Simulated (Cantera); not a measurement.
Adiabatic ignition

An adiabatic, constant-pressure homogeneous reactor starts with CH4 : O2 : N2 = 0.37 : 2.3 : 8.64 (molar parts), equivalence ratio 0.32, at 1475 K and 7500 Torr.

Detailed kinetics in Cantera: GRI-Mech 3.0 (53 species, 325 reactions).

| t (s) | T (K) | x CH4 | x O2 | x H | x C2H4 | x NO | x HCO | x CH2CO |
|---|---|---|---|---|---|---|---|---|
| 3.00e-6 | 1475 | 0.0327 | 0.203 | 2.73e-9 | 2.25e-11 | <1e-12 | <1e-12 | <1e-12 |
| 8.88e-6 | 1475 | 0.0327 | 0.203 | 5.92e-9 | 9.86e-10 | <1e-12 | 8.21e-12 | <1e-12 |
| 2.63e-5 | 1475 | 0.0327 | 0.203 | 2.82e-8 | 7.81e-8 | <1e-12 | 1.81e-10 | 2.25e-11 |
| 7.77e-5 | 1478 | 0.0321 | 0.203 | 3.30e-7 | 1.10e-5 | 1.78e-12 | 1.13e-8 | 6.70e-8 |
| 0.000230 | 2164 | <1e-12 | 0.137 | 1.30e-5 | <1e-12 | 1.65e-5 | 8.13e-12 | <1e-12 |
| 0.000681 | 2165 | <1e-12 | 0.137 | 1.05e-5 | <1e-12 | 4.70e-5 | 3.46e-12 | <1e-12 |
| 0.00201 | 2165 | <1e-12 | 0.137 | 1.04e-5 | <1e-12 | 0.000136 | 3.45e-12 | <1e-12 |
| 0.00596 | 2164 | <1e-12 | 0.137 | 1.04e-5 | <1e-12 | 0.000397 | 3.43e-12 | <1e-12 |
| 0.0176 | 2163 | <1e-12 | 0.137 | 1.02e-5 | <1e-12 | 0.00114 | 3.35e-12 | <1e-12 |
| 0.0522 | 2158 | <1e-12 | 0.136 | 9.86e-6 | <1e-12 | 0.00304 | 3.17e-12 | <1e-12 |
| 0.154 | 2151 | <1e-12 | 0.134 | 9.22e-6 | <1e-12 | 0.00643 | 2.87e-12 | <1e-12 |
| 0.457 | 2146 | <1e-12 | 0.133 | 8.84e-6 | <1e-12 | 0.00858 | 2.69e-12 | <1e-12 |
| 1.35 | 2146 | <1e-12 | 0.133 | 8.81e-6 | <1e-12 | 0.00872 | 2.68e-12 | <1e-12 |
| 4.00 | 2146 | <1e-12 | 0.133 | 8.81e-6 | <1e-12 | 0.00872 | 2.68e-12 | <1e-12 |
x: mole fraction; the columns are a selection and need not sum to one.

- time of steepest temperature rise: 0.165 ms
- temperature at 4.00 s: 2146 K
- equilibrium temperature: 2146 K
- x(CH4) at 4.00 s: <1e-12 (gas-phase equilibrium <1e-12)
- x(O2) at 4.00 s: 0.133 (gas-phase equilibrium 0.133)
- x(H) at 4.00 s: 8.81e-6 (gas-phase equilibrium 8.81e-6)
